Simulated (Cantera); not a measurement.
Adiabatic ignition

An adiabatic, constant-volume homogeneous reactor starts with 17.2 % CO, 5.50 % H₂, 16.2 % O₂, 61.1 % N₂, at 1625 K and 1600000 Pa.

Cantera simulation using GRI-Mech 3.0 (53 species, 325 reactions); the numbers are that mechanism's predictions, not measurements. The hydrogen kinetics of GRI-Mech 3.0 are dated; newer H2 mechanisms differ, most at raised pressure. The pressure lies above the range GRI-Mech 3.0 was tuned for (to about 10 atm). Above 3000 K some thermodynamic fits are extrapolated.

```
t (s)     T (K)  P (bar)    x CO     x H₂    x O₂      x H      x O    x N₂O
--------  -----  -------  ------  -------  ------  -------  -------  -------
1.00e-6    1731     16.9   0.168   0.0319   0.146  0.00613  0.00545  1.39e-7
3.98e-6    3011     27.3  0.0544  0.00245  0.0730  0.00234  0.00907  5.61e-6
1.58e-5    3082     27.8  0.0465  0.00216  0.0668  0.00180  0.00736  6.27e-6
6.31e-5    3063     27.6  0.0459  0.00216  0.0608  0.00170  0.00662  6.52e-6
0.000251   3056     27.5  0.0457  0.00215  0.0586  0.00167  0.00635  6.70e-6
0.00100    3056     27.5  0.0457  0.00215  0.0586  0.00167  0.00635  6.70e-6
0.00398    3056     27.5  0.0457  0.00215  0.0586  0.00167  0.00635  6.70e-6
0.0158     3056     27.5  0.0457  0.00215  0.0586  0.00167  0.00635  6.70e-6
0.0631     3056     27.5  0.0457  0.00215  0.0586  0.00167  0.00635  6.70e-6
0.251      3056     27.5  0.0457  0.00215  0.0586  0.00167  0.00635  6.70e-6
1.00       3056     27.5  0.0457  0.00215  0.0586  0.00167  0.00635  6.70e-6
```
x: mole fraction; the columns are a selection and need not sum to one.

- time of steepest temperature rise = 1.12 µs
- temperature at 1.00 s = 3056 K
- equilibrium temperature = 3056 K
- x(CO) at 1.00 s = 0.0457 (gas-phase equilibrium 0.0457)
- x(H₂) at 1.00 s = 0.00215 (gas-phase equilibrium 0.00215)
- x(O₂) at 1.00 s = 0.0586 (gas-phase equilibrium 0.0586)
